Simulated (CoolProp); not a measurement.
Saturation properties of sulfur dioxide (Tc = 430.6 K, pc = 78.87 bar, ω = 0.256).

Values from CoolProp's reference Helmholtz-energy equation of state, Gao 2016.

```csv
T (K),p (bar),liquid density (kg/m³),vapour density (kg/m³),enthalpy of vaporisation (kJ/kg)
304.6,4.840,1348,13.30,349.7
309.6,5.660,1334,?,344.3
314.6,6.581,1319,17.86,338.8
319.6,7.612,1304,20.56,333.1
324.6,8.760,1289,23.57,327.2
329.6,10.03,1273,26.93,321.2
334.6,11.44,?,30.67,314.9
339.6,13.00,?,34.82,308.4
344.6,14.70,1223,39.43,301.6
349.6,16.57,1205,44.54,?
354.6,18.60,1187,50.21,287.3
359.6,20.82,1168,56.51,?
364.6,23.22,1149,63.50,271.6
369.5,25.77,1129,71.11,263.3
```

**Question.** What belongs in the gaps?

**Answer.** 
- 309.6, vapour density (kg/m³): 15.45
- 334.6, liquid density (kg/m³): 1257
- 339.6, liquid density (kg/m³): 1240
- 349.6, enthalpy of vaporisation (kJ/kg): 294.6
- 359.6, enthalpy of vaporisation (kJ/kg): 279.6

It boils at 263.1 K under 1 atm.
